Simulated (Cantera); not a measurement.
A closed system holds: 1 mol Fe₂O₃, 0.48 mol CH₄, 1.1 mol CO, held at 90.0 Pa.

Equilibrium computed with Cantera from the NASA thermochemical tables; the gas is ideal and each condensed phase is pure. Candidate condensed phases: C, C₆H₆, C₇H₈, C₈H₁₈, Fe, Fe(CO)₅, FeO, Fe(OH)₂, Fe(OH)₃, Fe₂O₃, Fe₃O₄, H₂O; 114 gas species. The tables' stoichiometric FeO is somewhat more stable than real wüstite, so its field is too wide. FeO: taken at fixed stoichiometry. Equilibrium is a limit: real reactors are often held back by kinetics, nucleation or transport.

Q: At 1500 K, list the 6 most abundant gas species with their mole fractions, and the condensed phases.

A: CO 0.532, H₂ 0.263, H₂O 0.115, CO₂ 0.0899, H 0.000301, Fe 0.000160. Condensed: FeO(s).
